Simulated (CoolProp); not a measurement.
Model: reference Helmholtz-energy equation of state, Gao 2016, in CoolProp.

**Question.** Give the vapour pressure (kPa), enthalpy of vaporisation (kJ/kg), surface tension (mN/m) of saturated sulfur dioxide at 310.3, 365.8 K.

**Answer.** 
```
T (K)  p (kPa)  enthalpy of vaporisation (kJ/kg)  surface tension (mN/m)
-----  -------  --------------------------------  ----------------------
310.3      578                               344                    19.3
365.8     2380                               270                    8.84
```

Surface tension comes from a separate correlation (Mulero 2012).
